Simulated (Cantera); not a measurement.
A Cantera script and what it prints.

```python
import numpy as np
import cantera as ct

gas_names = """
    CL CL2 H HCL H2 N NH NH2 NH3 N2 N2H2 N2H4 Si SiCL SiCL2 SiCL3 SiCL4 SiH SiHCL3 SiH2 SiH2CL2 SiH3
    SiH3CL SiH4 SiN Si2 Si2N Si3
""".split()
cond_names = """
    NH4CL(a) NH4CL(b) Si(cr) Si(L) Si3N4(a)
""".split()


# ... load() reads the species with a 1 bar reference pressure and builds the phases ...
atoms = {
    'SiCl4': {'Si': 1, 'CL': 4},
    'NH3': {'N': 1, 'H': 3},
}
top_T = {'Si3N4(a)': 2400}  # K; cautious upper limits of use, not melting points


# ... equilibrate(T, P, feed) seeds the gas with the atoms and calls Mixture.equilibrate('TP', solver="vcs", rtol=1e-11, max_steps=5000) ...
results = []
feed = {'SiCl4': 1, 'NH3': 0.83}  # mol
T = 1775  # K
P = 133.322  # Pa
mix = equilibrate(T, P, feed)
results.append((T, P, feed, dict(zip(mix.species_names, mix.species_moles))))
x = sorted(zip(gas.X, gas.species_names), reverse=True)
print(f"T = {T:g} K  P = {P:g} Pa  gas = {mix.phase_moles(0):.4g} mol")
print("   x: " + "  ".join(f"{s} {v:.3e}" for v, s in x if v > 0.0001))
print("   condensed (mol): " + ("  ".join(f"{mix.phase(i).name} {mix.phase_moles(i):.4g}"
      for i in range(1, mix.n_phases) if mix.phase_moles(i) > 1e-12) or "none"))
```

Output:

```
T = 1775 K  P = 133.322 Pa  gas = 3.665 mol
   x: HCL 5.231e-01  SiCL2 2.617e-01  N2 1.132e-01  H2 7.708e-02  CL 1.148e-02  SiCL3 1.016e-02  H 2.201e-03  SiCL4 6.675e-04  SiCL 2.622e-04
   condensed (mol): none
```

Equilibrium computed with Cantera from the NASA thermochemical tables; the gas is ideal and each condensed phase is pure. The tables' values for SiCl3, SiCl are old estimates; treat these amounts as uncertain.
